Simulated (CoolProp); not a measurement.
Properties of isohexane along the isobar 18.2 MPa (Tc = 497.7 K, pc = 3.043 MPa, ω = 0.280).

Values from CoolProp's reference Helmholtz-energy equation of state, Lemmon 2006. It is a short technical equation, of lower accuracy than the large ones.

```
T (K)          phase  density (kg/m³)  cp (kJ/(kg K))  Joule-Thomson coefficient (K/MPa)  isothermal compressibility (1/MPa)
-----  -------------  ---------------  --------------  ---------------------------------  ----------------------------------
310.1         liquid            657.8           2.250                            -0.4236                            0.001482
334.1         liquid            638.7           2.355                            -0.3856                            0.001773
358.1         liquid            619.2           2.461                            -0.3455                            0.002135
382.1         liquid            599.4           2.568                            -0.3025                            0.002590
406.1         liquid            579.0           2.675                            -0.2557                            0.003169
430.1         liquid            558.0           2.780                            -0.2039                            0.003909
454.1         liquid            536.4           2.884                            -0.1459                            0.004859
478           liquid            514.2           2.983                           -0.08120                            0.006072
502    supercritical            491.3           3.079                          -0.008654                            0.007617
526    supercritical            467.9           3.168                            0.07089                            0.009538
550    supercritical            444.2           3.251                             0.1557                             0.01186
```
